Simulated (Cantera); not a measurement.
Cantera run:

```python
import numpy as np
import cantera as ct

gas_names = """
    CL CLO CL2 Cs CsCL CsO CsOH Cs2 Cs2CL2 Cs2O Cs2O2H2 H HCL HOCL HO2 H2 H2O H2O2 O OH O2 O3
""".split()
cond_names = """
    Cs(cr) Cs(L) CsCL(a) CsCL(b) CsCL(L) CsOH(a) CsOH(b) CsOH(c) CsOH(L) H2O(s) H2O(L)
""".split()


def load(file, names, dense=False):
    # The tables refer to 1 bar. Condensed volumes are neglected.
    table = {s.name: s for s in ct.Species.list_from_file(file)}
    out = []
    for n in names:
        d = dict(table[n].input_data)
        d["thermo"] = dict(d["thermo"], **{"reference-pressure": 1e5})
        if dense:
            d["equation-of-state"] = {"model": "constant-volume", "density": "1e6 g/cm^3"}
        out.append(ct.Species.from_dict(d))
    return out


gas = ct.Solution(thermo="ideal-gas", species=load("nasa_gas.yaml", gas_names))
cond = {s.name: ct.Solution(thermo="fixed-stoichiometry", species=[s], name=s.name)
        for s in load("nasa_condensed.yaml", cond_names, dense=True)}
atoms = {
    'CsCl': {'Cs': 1, 'CL': 1},
    'H2O': {'H': 2, 'O': 1},
    'H2': {'H': 2},
}
top_T = {}  # K; cautious upper limits of use, not melting points


def equilibrate(T, P, feed):
    n = {}
    for name, mol in feed.items():
        for a, k in atoms[name].items():
            n[a] = n.get(a, 0.0) + k * mol
    gas.TPX = T, P, n
    mass = sum(n.values()) * gas.mean_molecular_weight
    gas.equilibrate("TP")
    valid = [c for c in cond.values() if c.min_temp <= T <= top_T.get(c.name, c.max_temp)]
    mix = ct.Mixture([(gas, mass / gas.mean_molecular_weight)] + [(c, 0.0) for c in valid])
    mix.T, mix.P = T, P
    mix.equilibrate("TP", solver="vcs", rtol=1e-11, max_steps=5000)
    return mix


results = []
feed = {'CsCl': 1, 'H2O': 9.8, 'H2': 9.7}  # mol
T = 2000  # K
P = 13332.2  # Pa
mix = equilibrate(T, P, feed)
results.append((T, P, feed, dict(zip(mix.species_names, mix.species_moles))))
print(gas.report(threshold=0.001))
for i in range(1, mix.n_phases):
    print(f"{mix.phase(i).name:16s} {mix.phase_moles(i):12.5e} mol")
```

Result:

```
       temperature   2000 K
          pressure   13332 Pa
           density   0.014212 kg/m^3
  mean mol. weight   17.727 kg/kmol
   phase of matter   gas

                          1 kg             1 kmol
                     ---------------   ---------------
          enthalpy       -3.5104e+06       -6.2228e+07  J
   internal energy       -4.4485e+06       -7.8857e+07  J
           entropy             14438        2.5594e+05  J/K
    Gibbs function       -3.2386e+07       -5.7411e+08  J
 heat capacity c_p            2407.9             42685  J/K
 heat capacity c_v            1938.9             34370  J/K

                      mass frac. Y      mole frac. X     chem. pot. / RT
                     ---------------   ---------------   ---------------
                Cs          0.018283         0.0024386           -27.176
              CsCL           0.41125          0.043302           -55.168
              CsOH          0.024412         0.0028866           -60.826
                 H        0.00017348         0.0030508           -11.126
               HCL            0.0109         0.0052997           -39.118
                H2          0.053363           0.46922           -22.252
               H2O           0.48116           0.47346           -44.776
     [  +15 minor]        0.00045872        0.00034105

Cs(L)             0.00000e+00 mol
CsCL(L)           0.00000e+00 mol
CsOH(L)           0.00000e+00 mol
```

Method: chemical equilibrium by Gibbs-energy minimisation in Cantera with the NASA 1993 tables (ideal gas, pure condensed phases).
